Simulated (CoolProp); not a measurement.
Vapour-liquid equilibrium of methanol (1) + dimethyl carbonate (2) at 0.873 MPa; x and y are mole fractions of (1).

Model: multi-fluid Helmholtz-energy mixture model, de Reuck 1993 and Zhou 2011; pair parameters Bell 2016, in CoolProp.

Task: Give the bubble temperature and the first vapour's composition at x = 0.575, 0.725, 0.875. Is there an azeotrope?

Result: x = 0.575: 136.5 °C, y = 0.742; x = 0.725: 133.8 °C, y = 0.815; x = 0.875: 132.0 °C, y = 0.900. No azeotrope shows between x = 0.05 and 0.95.

The pair parameters rest on a limited set of measurements; away from them the model extrapolates.
